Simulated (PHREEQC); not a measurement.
## Hard or scaling water: speciation

Solution (25 °C): 0.00089 mol CaSO4, 0.00052 mol CO2 and 0.0003 mol NaCl per kg of water. Closed to the air; pH follows from the charge balance.

Computed with PHREEQC (ion-association model, wateq4f.dat).

Precipitation was switched off in this run.

### Question
Estimate the pH, ionic strength.

### Answer
pH 4.83; ionic strength 0.00356 mol/kgw.

### Question
In which forms is Ca present?

### Answer
Ca+2 91 %, CaSO4 8.8 % of the Ca.
